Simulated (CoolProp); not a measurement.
2000 sccm (0 °C, 1 atm) of nitrogen bubbles through liquid R141b at 277.4 K and leaves saturated at a total pressure of 0.15 MPa (ideal gas phase). Each further row changes one setting.

The numbers come from the reference Helmholtz-energy equation of state, Lemmon 2006 in CoolProp. It is a short technical equation, of lower accuracy than the large ones.

```tsv
case	vapour pressure (kPa)	mole fraction of vapour	delivery (mg/min)	delivery (sccm)	change of delivery for a bath 1 K warmer (%)
as stated	34.0	0.227	3060	586	___
bath temperature 282.4 K	42.1	0.281	4080	___	___
total pressure 0.3 MPa	34.0	0.113	___	256	5.1
```

Task: Some entries are withheld; supply them.

Result: 
- as stated, change of delivery for a bath 1 K warmer (%): 5.9
- bath temperature 282.4 K, delivery (sccm): 782
- bath temperature 282.4 K, change of delivery for a bath 1 K warmer (%): 6.1
- total pressure 0.3 MPa, delivery (mg/min): 1330
